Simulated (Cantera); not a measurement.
What does this Cantera script print?

```python
import numpy as np
import cantera as ct

gas = ct.Solution("gri30.yaml")
gas.TPX = 300, 130000, {'CH4': 1, 'H2': 0.96, 'O2': 3.44, 'N2': 13.1}
flame = ct.FreeFlame(gas, width=0.033)
flame.set_refine_criteria(ratio=3, slope=0.08, curve=0.16)
flame.transport_model = "mixture-averaged"
flame.solve(loglevel=0, auto=True)
z, T = flame.grid, flame.T
thick = (T[-1] - T[0]) / np.gradient(T, z).max()
show = ['CH4', 'H2', 'O2', 'H2O2', 'OH', 'HCN']
print(f"laminar burning velocity  {flame.velocity[0] * 100:.3f} cm/s")
print(f"burnt temperature         {T[-1]:.1f} K")
print(f"thermal thickness         {thick * 1e3:.4f} mm")
print(f"grid points               {len(z)}")
z0 = z[flame.heat_release_rate.argmax()]
print(f"{'z/mm':>9s}{'T/K':>9s}{'u/(m/s)':>9s}" + "".join(f"{s:>11s}" for s in show))
rows = []
for k in (-3, -2, -1.5, -1, -0.5, -0.25, 0, 0.25, 0.5, 1, 2, 4, 8):
    zz = z0 + k * thick
    rows.append([k * thick, np.interp(zz, z, T), np.interp(zz, z, flame.velocity),
                 *(np.interp(zz, z, flame.X[gas.species_index(s)]) for s in show)])
    print(f"{rows[-1][0] * 1e3:9.3f}{rows[-1][1]:9.1f}{rows[-1][2]:9.3f}" + "".join(f"{x:11.3e}" for x in rows[-1][3:]))
```

Result:

```
laminar burning velocity  28.298 cm/s
burnt temperature         1891.1 K
thermal thickness         0.4120 mm
grid points               136
     z/mm      T/K  u/(m/s)        CH4         H2         O2       H2O2         OH        HCN
   -1.236    300.1    0.283  5.411e-02  5.083e-02  1.861e-01  1.004e-08  4.218e-14  3.509e-13
   -0.824    302.0    0.284  5.421e-02  4.812e-02  1.866e-01  2.620e-07  1.655e-11  1.699e-11
   -0.618    310.9    0.291  5.411e-02  4.419e-02  1.869e-01  1.785e-06  4.638e-10  1.709e-10
   -0.412    376.8    0.351  5.194e-02  3.592e-02  1.845e-01  1.479e-05  2.871e-08  2.733e-09
   -0.206    758.8    0.705  3.666e-02  2.308e-02  1.574e-01  5.257e-05  1.336e-05  3.566e-08
   -0.103   1129.9    1.053  2.043e-02  1.668e-02  1.248e-01  3.464e-05  1.609e-04  8.596e-08
    0.000   1477.5    1.379  4.765e-03  1.036e-02  8.781e-02  2.625e-06  1.492e-03  1.593e-07
    0.103   1633.3    1.521  3.006e-04  5.370e-03  6.779e-02  9.806e-07  3.886e-03  1.193e-07
    0.206   1700.4    1.578  1.184e-05  3.523e-03  6.143e-02  7.719e-07  4.789e-03  4.278e-08
    0.412   1774.7    1.640  2.254e-08  2.403e-03  5.750e-02  5.064e-07  4.751e-03  4.803e-09
    0.824   1836.6    1.692  1.255e-12  1.302e-03  5.542e-02  2.933e-07  3.779e-03  1.675e-10
    1.648   1872.1    1.722  8.727e-18  4.990e-04  5.465e-02  1.530e-07  2.445e-03  3.150e-12
    3.296   1886.2    1.733  4.728e-19  1.724e-04  5.452e-02  8.115e-08  1.476e-03  7.858e-14
```

Detailed kinetics in Cantera: GRI-Mech 3.0 (53 species, 325 reactions). Burning velocities carry a grid error of a few per cent, more on coarse grids.
